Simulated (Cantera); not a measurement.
Feed: 1 mol B2O3, 1.8 mol H2O, 24 mol N2, at 0.220 bar.

Method: chemical equilibrium by Gibbs-energy minimisation in Cantera with the NASA 1993 tables (ideal gas, pure condensed phases). Candidate condensed phases: B, BN, B2O3, B3O3H3, H2O; 39 gas species. Equilibrium is a limit: real reactors are often held back by kinetics, nucleation or transport. All values below are at 1750 K.

Base state: N2 0.895, HBO2 0.0609, H2O 0.0364, B2O3 0.00679, H2 0.000303, BO2 0.000124, O2 7.29e-5, NO 6.93e-5 (mole fractions); condensed: gas only.

Question: What changes in the equilibrium state with this change: pressure from 0.220 bar to 0.00133 bar?

Answer: 
```
species    before     after
-------  --------  --------
N2          0.895     0.894
HBO2       0.0609    0.0601
H2O        0.0364    0.0352
H2       0.000303   0.00151
O         1.36e-6   4.37e-5
BO        5.61e-7   1.64e-5
H         8.63e-6  0.000247
O2        7.29e-5  0.000454
BO2      0.000124  0.000703
```
